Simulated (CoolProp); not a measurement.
n-perfluorohexane at several states: fugacity coefficient from the reference equation and from simpler models built on Tc = 448.0 K, pc = 1.742 MPa, ω = 0.497; each cubic takes its own stable root.

Computed with CoolProp (reference Helmholtz-energy equation of state, Gao 2022).

```json
[
 {"T (K)": "364", "p (MPa)": "0.674", "phase": "liquid", "reference": "0.3782", "van der Waals": "0.8111", "Soave-Redlich-Kwong": "0.3863", "Peng-Robinson": "0.3787"},
 {"T (K)": "334.8", "p (MPa)": "0.0127", "phase": "gas", "reference": "0.9930", "van der Waals": "0.9957", "Soave-Redlich-Kwong": "0.9933", "Peng-Robinson": "0.9929"},
 {"T (K)": "366.4", "p (MPa)": "0.495", "phase": "liquid", "reference": "0.5377", "van der Waals": "0.8642", "Soave-Redlich-Kwong": "0.5482", "Peng-Robinson": "0.5381"}
]
```

At some of these states van der Waals gives the other phase, because its saturation line lies elsewhere.
